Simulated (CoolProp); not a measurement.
Vapour-liquid equilibrium of sulfur dioxide (1) + toluene (2) at 0.671 MPa; x and y are mole fractions of (1).

Model: multi-fluid Helmholtz-energy mixture model, Gao 2016 and Lemmon 2006; pair parameters Bell 2016, in CoolProp.

| x | bubble temperature (K) | y at the bubble point | dew temperature at overall composition x (K) | liquid density (mol/L) |
|---|---|---|---|---|
| 0.05 | 443.7 | 0.357 | 464.0 | 7.958 |
| 0.15 | 404.8 | 0.748 | ? | 8.986 |
| 0.25 | 378.0 | 0.889 | 451.3 | 9.965 |
| 0.35 | 359.9 | 0.944 | 444.2 | 10.95 |
| 0.45 | 347.3 | ? | 436.4 | 11.98 |
| 0.55 | 338.2 | 0.982 | 427.6 | 13.10 |
| 0.65 | 331.3 | 0.989 | 417.2 | 14.36 |
| 0.75 | 325.8 | 0.993 | 404.5 | 15.78 |
| 0.85 | ? | 0.997 | 387.2 | 17.45 |
| 0.95 | 317.2 | ? | 357.5 | 19.42 |

Q: Fill in the missing entries.

A: 
- 0.15, dew temperature at overall composition x (K): 457.9
- 0.45, y at the bubble point: 0.969
- 0.85, bubble temperature (K): 321.2
- 0.95, y at the bubble point: 0.999

No azeotrope shows between x = 0.05 and 0.95.

Pair parameters are fitted to limited data, so mixtures are less certain than the pure fluids.
